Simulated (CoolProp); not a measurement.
A Linde-Hampson liquefier for carbon monoxide: isothermal reversible compression at 200 K from 1 atm to 20 MPa, throttling to 1 atm, return gas leaving the recuperator 10 K below the feed. Each further row changes one setting.

Values from CoolProp's reference Helmholtz-energy equation of state, Lemmon 2006. It is a short technical equation, of lower accuracy than the large ones.

| case | liquid yield per pass | compression work (kJ/kg of gas) |
|---|---|---|
| as stated | ___ | 293 |
| high pressure 40 MPa | 0.256 | ___ |
| warm-end temperature 230 K | ___ | 348 |
| warm-end gap 15 K | 0.222 | 293 |

Problem. Fill in the missing entries.

Solution. 
- as stated, liquid yield per pass: 0.234
- high pressure 40 MPa, compression work (kJ/kg of gas): 335
- warm-end temperature 230 K, liquid yield per pass: 0.156
